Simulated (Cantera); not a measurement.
What does this Cantera script print?

```python
import numpy as np
import cantera as ct

gas = ct.Solution("gri30.yaml")
gas.TPX = 1350, 1300000, {'CH4': 1, 'CO': 0.033, 'O2': 4.03, 'N2': 27.8}
reactor = ct.IdealGasReactor(gas, energy="on", clone=False)
net = ct.ReactorNet([reactor])
net.rtol, net.atol = 1e-08, 1e-16
show = ['CH4', 'CO', 'O2', 'H2O2', 'O', 'C2H2']
times = np.geomspace(3e-06, 5, 11)

steps = ct.SolutionArray(gas, extra=["t"])
rows = []
print(f"{'t/s':>10s}{'T/K':>9s}{'P/Pa':>11s}" + "".join(f"{s:>11s}" for s in show))
for t in times:
    while net.time < t:
        t_next = net.step()
        steps.append(gas.state, t=t_next)
    rows.append([np.interp(t, steps.t, y) for y in (steps.T, steps.P, *steps(*show).X.T)])
    print(f"{t:10.3e}{rows[-1][0]:9.1f}{rows[-1][1]:11.4g}" + "".join(f"{x:11.3e}" for x in rows[-1][2:]))
rate = np.gradient(steps.T, steps.t)
print("integrator steps:", len(steps.t))
if steps.T.max() > steps.T[0] + 200:
    print(f"time of steepest temperature rise: {steps.t[rate.argmax()]:.4e} s")
gas.TPX = 1350, 1300000, {'CH4': 1, 'CO': 0.033, 'O2': 4.03, 'N2': 27.8}
gas.equilibrate("UV")
print(f"equilibrium (UV): T = {gas.T:.1f} K  " + "  ".join(f"{s} {gas[s].X[0]:.3e}" for s in show))
```

Result:

```
       t/s      T/K       P/Pa        CH4         CO         O2       H2O2          O       C2H2
 3.000e-06   1350.0    1.3e+06  3.043e-02  1.004e-03  1.226e-01  8.974e-10  2.856e-10  2.484e-19
 1.257e-05   1350.0    1.3e+06  3.043e-02  1.004e-03  1.226e-01  8.166e-09  7.912e-10  9.691e-17
 5.266e-05   1350.0    1.3e+06  3.042e-02  1.004e-03  1.226e-01  3.676e-08  4.951e-09  9.535e-14
 2.206e-04   1350.8  1.301e+06  3.029e-02  1.008e-03  1.225e-01  1.324e-07  2.909e-08  2.346e-10
 9.244e-04   2196.7  2.115e+06  9.709e-16  1.687e-04  6.097e-02  2.303e-07  1.437e-04  3.143e-20
 3.873e-03   2195.8  2.115e+06  2.583e-21  1.623e-04  6.081e-02  2.291e-07  1.420e-04  4.278e-27
 1.623e-02   2192.3  2.111e+06  2.461e-21  1.593e-04  6.019e-02  2.255e-07  1.382e-04  4.963e-27
 6.799e-02   2183.3  2.102e+06  2.098e-21  1.520e-04  5.867e-02  2.169e-07  1.292e-04  3.638e-27
 2.848e-01   2177.9  2.097e+06  1.902e-21  1.477e-04  5.774e-02  2.117e-07  1.238e-04  3.021e-27
 1.193e+00   2177.8  2.097e+06  1.899e-21  1.476e-04  5.773e-02  2.116e-07  1.237e-04  3.010e-27
 5.000e+00   2177.8  2.097e+06  1.899e-21  1.476e-04  5.773e-02  2.116e-07  1.237e-04  3.010e-27
integrator steps: 1959
time of steepest temperature rise: 8.3801e-04 s
equilibrium (UV): T = 2177.8 K  CH4 2.926e-21  CO 1.476e-04  O2 5.773e-02  H2O2 2.116e-07  O 1.237e-04  C2H2 3.586e-27
```

Detailed kinetics in Cantera: GRI-Mech 3.0 (53 species, 325 reactions). The pressure lies above the range GRI-Mech 3.0 was tuned for (to about 10 atm).
